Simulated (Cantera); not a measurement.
An isothermal, constant-pressure homogeneous reactor starts with 56.5 % CH4, 43.5 % N2, at 1548 K and 0.00533 atm.

Detailed kinetics in Cantera: GRI-Mech 3.0 (53 species, 325 reactions). GRI-Mech 3.0 stops at C3 and has no aromatics, soot or wall deposition, so with more carbon than oxygen in the feed, carbon stays in small species such as C2H2 where larger ones or solid carbon would form. Radical loss at walls, strong at low pressure, is not modelled.

x: mole fraction; the columns are a selection and need not sum to one.

| t (s) | x CH4 | x C2H6 | x H | x CH2 | x CH3 |
|---|---|---|---|---|---|
| 0.000600 | 0.565 | 3.27e-11 | 7.71e-8 | 3.11e-12 | 6.20e-6 |
| 0.00170 | 0.565 | 7.60e-10 | 7.73e-8 | 2.45e-11 | 1.77e-5 |
| 0.00481 | 0.565 | 1.66e-8 | 7.86e-8 | 1.94e-10 | 5.02e-5 |
| 0.0136 | 0.565 | 3.23e-7 | 8.91e-8 | 1.52e-9 | 0.000142 |
| 0.0385 | 0.564 | 4.97e-6 | 1.73e-7 | 1.14e-8 | 0.000393 |
| 0.109 | 0.561 | 5.07e-5 | 8.99e-7 | 7.53e-8 | 0.00104 |
| 0.309 | 0.527 | ? | ? | 3.36e-7 | ? |
| 0.874 | 0.367 | 0.000191 | 5.11e-5 | 3.48e-7 | 0.00195 |
| 2.47 | ? | ? | ? | ? | ? |
| 7.00 | 0.0887 | 1.35e-5 | 0.000143 | 1.33e-7 | 0.000561 |

Task: What belongs in the gaps?

Result: 
- 0.309, x C2H6: 0.000266
- 0.309, x H: 9.84e-6
- 0.309, x CH3: 0.00227
- 2.47, x CH4: 0.205
- 2.47, x C2H6: 5.93e-5
- 2.47, x H: 9.38e-5
- 2.47, x CH2: 2.13e-7
- 2.47, x CH3: 0.00112
